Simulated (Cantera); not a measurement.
What does this Cantera script print?

```python
import numpy as np
import cantera as ct

gas_names = """
    AL ALBr ALBr3 ALH ALN ALO ALOH ALO2 ALO2H AL2 AL2Br6 AL2O AL2O2 Br Br2 H HALO HBr HNO HNO2 HNO3 HO2
    H2 H2O H2O2 N NH NH2 NH3 NH2OH NO NO2 NO3 N2 N2H2 N2H4 N2O O OH O2 O3
""".split()
cond_names = """
    AL(cr) AL(L) ALBr3(s) ALBr3(L) ALN(s) AL2O3(a) AL2O3(L) Br2(cr) Br2(L) H2O(s) H2O(L)
""".split()


def load(file, names, dense=False):
    # The tables refer to 1 bar. Condensed volumes are neglected.
    table = {s.name: s for s in ct.Species.list_from_file(file)}
    out = []
    for n in names:
        d = dict(table[n].input_data)
        d["thermo"] = dict(d["thermo"], **{"reference-pressure": 1e5})
        if dense:
            d["equation-of-state"] = {"model": "constant-volume", "density": "1e6 g/cm^3"}
        out.append(ct.Species.from_dict(d))
    return out


gas = ct.Solution(thermo="ideal-gas", species=load("nasa_gas.yaml", gas_names))
cond = {s.name: ct.Solution(thermo="fixed-stoichiometry", species=[s], name=s.name)
        for s in load("nasa_condensed.yaml", cond_names, dense=True)}
atoms = {
    'AlBr3': {'AL': 1, 'Br': 3},
    'N2': {'N': 2},
    'H2': {'H': 2},
    'N2O': {'N': 2, 'O': 1},
}
top_T = {'ALN(s)': 2750}  # K; cautious upper limits of use, not melting points


def equilibrate(T, P, feed):
    n = {}
    for name, mol in feed.items():
        for a, k in atoms[name].items():
            n[a] = n.get(a, 0.0) + k * mol
    gas.TPX = T, P, n
    mass = sum(n.values()) * gas.mean_molecular_weight
    gas.equilibrate("TP")
    valid = [c for c in cond.values() if c.min_temp <= T <= top_T.get(c.name, c.max_temp)]
    mix = ct.Mixture([(gas, mass / gas.mean_molecular_weight)] + [(c, 0.0) for c in valid])
    mix.T, mix.P = T, P
    mix.equilibrate("TP", solver="vcs", rtol=1e-11, max_steps=5000)
    return mix


results = []
feed = {'AlBr3': 1, 'N2': 10, 'H2': 17, 'N2O': 25}  # mol
P = 13332.2  # Pa
for T in [1523, 1548, 1573, 1598, 1623, 1648, 1673, 1698, 1723, 1748, 1773, 1798, 1823, 1848]:
    mix = equilibrate(T, P, feed)
    results.append((T, P, feed, dict(zip(mix.species_names, mix.species_moles))))

top = {s: max(r[3][s] / sum(r[3][g] for g in gas_names) for r in results) for s in gas_names}
cols = sorted((s for s in top if top[s] > 1e-05), key=lambda s: -top[s])[:7]
seen = [c for c in cond_names if any(r[3].get(c, 0) > 1e-12 for r in results)]
print("log10 of partial pressures in bar; condensed amounts in mol")
print(f"{'T/K':>10s}" + "".join(f"{s[:9]:>10s}" for s in cols + seen))
for T, P, feed, n in results:
    ng = sum(n[g] for g in gas_names)
    print(f"{T:10.4g}" + "".join(f"{np.log10(max(n[s] / ng * P / 1e5, 1e-99)):10.3f}" for s in cols)
          + "".join(f"{n.get(c, 0):10.4g}" for c in seen))
```

Result:

```
log10 of partial pressures in bar; condensed amounts in mol
       T/K        N2       H2O        O2        Br       HBr        NO        OH  AL2O3(a)
      1523    -1.094    -1.420    -2.099    -2.356    -2.666    -4.070    -4.586       0.5
      1548    -1.094    -1.420    -2.100    -2.347    -2.673    -4.020    -4.496       0.5
      1573    -1.095    -1.420    -2.101    -2.339    -2.680    -3.971    -4.409       0.5
      1598    -1.095    -1.420    -2.102    -2.332    -2.687    -3.924    -4.325       0.5
      1623    -1.095    -1.420    -2.103    -2.325    -2.695    -3.879    -4.243       0.5
      1648    -1.095    -1.420    -2.104    -2.319    -2.704    -3.835    -4.164       0.5
      1673    -1.095    -1.420    -2.105    -2.314    -2.712    -3.792    -4.087       0.5
      1698    -1.095    -1.420    -2.106    -2.309    -2.720    -3.751    -4.012       0.5
      1723    -1.095    -1.420    -2.107    -2.305    -2.729    -3.711    -3.940       0.5
      1748    -1.095    -1.420    -2.109    -2.301    -2.737    -3.672    -3.870       0.5
      1773    -1.096    -1.420    -2.110    -2.297    -2.746    -3.634    -3.801       0.5
      1798    -1.096    -1.420    -2.112    -2.294    -2.754    -3.597    -3.735       0.5
      1823    -1.096    -1.420    -2.113    -2.291    -2.762    -3.562    -3.671       0.5
      1848    -1.096    -1.420    -2.115    -2.287    -2.770    -3.527    -3.608       0.5
```

These are equilibrium values from Cantera (NASA tables, ideal gas, pure condensed phases), not measurements of a reactor. Gases not in the tables: Al(OH)3.
